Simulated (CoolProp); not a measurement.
Saturation properties of carbon dioxide.

Computed with CoolProp (reference Helmholtz-energy equation of state, Span 1996).

```tsv
T (K)	p (bar)	liquid density (kg/m³)	liquid cp (kJ/(kg K))	vapour Z	liquid viscosity (µPa s)
235.5	10.94	1107	2.024	0.8653	185
240.6	13.09	1086	2.055	0.8473	171
245.8	15.59	1064	2.094	0.8275	157
250.9	18.36	1042	2.141	0.8064	145
256.1	21.55	1018	2.201	0.7832	133
261.2	25.05	992.9	2.274	0.7584	123
266.4	29.02	965.8	2.370	0.7310	113
271.5	33.35	937.2	2.494	0.7017	103
276.7	38.24	905.4	2.667	0.6688	94.3
281.8	43.53	871.0	2.913	0.6329	85.8
```

Viscosity comes from a separate model (Laesecke 2017).
